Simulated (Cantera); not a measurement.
## Catalytic combustion on Pt

An isothermal plug-flow reactor at 800 K and 0.640 bar (inlet), inlet velocity 1.1 m/s, active area per volume 4700 1/m; feed 0.309 % CH₄, 6.84 % O₂, 87.2 % N₂, 5.63 % H₂O.

Detailed kinetics in Cantera: Deutschmann's 1995 Pt surface mechanism with GRI-Mech 3.0 gas chemistry. Catalytic surfaces can have several steady states; this one follows from the mechanism file's or the stated starting coverage. Mass transfer to the wall is taken as infinitely fast.

```csv
z (m),x CH₄,x O₂,x H₂O,x CO₂,x CO,θ free Pt,θ O*,θ OH*
0.0002,0.00308,0.0684,0.0563,6.84e-6,2.36e-7,0.0504,0.945,0.00443
0.00036,0.00308,0.0684,0.0563,1.24e-5,3.35e-7,0.0504,0.945,0.00443
0.00064,0.00307,0.0684,0.0563,2.22e-5,4.18e-7,0.0505,0.945,0.00443
0.0011,0.00305,0.0684,0.0564,3.83e-5,4.56e-7,0.0505,0.945,0.00443
0.002,0.00302,0.0683,0.0564,6.96e-5,4.62e-7,0.0505,0.945,0.00443
0.0036,0.00297,0.0682,0.0566,0.000125,4.54e-7,0.0505,0.945,0.00444
0.0064,0.00287,0.0680,0.0567,0.000219,4.39e-7,0.0506,0.945,0.00445
0.011,0.00272,0.0677,0.0570,0.000367,4.17e-7,0.0506,0.945,0.00446
0.02,0.00245,0.0672,0.0576,0.000637,3.76e-7,0.0508,0.945,0.00449
```
x: gas mole fraction; θ: surface coverage.
